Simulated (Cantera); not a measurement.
A freely propagating, adiabatic, planar premixed flame of CH4 : CO : O2 : N2 : CO2 = 1 : 0.14 : 3.09 : 11.6 : 0.018 (molar parts), equivalence ratio 0.67, unburnt at 400 K and 2.80 bar; mixture-averaged transport, grid criteria slope 0.08 and curve 0.16, no radiation.

Detailed kinetics in Cantera: GRI-Mech 3.0 (53 species, 325 reactions). Burning velocities carry a grid error of a few per cent, more on coarse grids.

Predict: laminar burning velocity; thermal thickness; peak x(CH3); peak x(CH2O).


```
Item                          Value
------------------------  ---------
laminar burning velocity  19.8 cm/s
thermal thickness          0.311 mm
peak x(CH3)                0.000502
peak x(CH2O)               0.000942
```
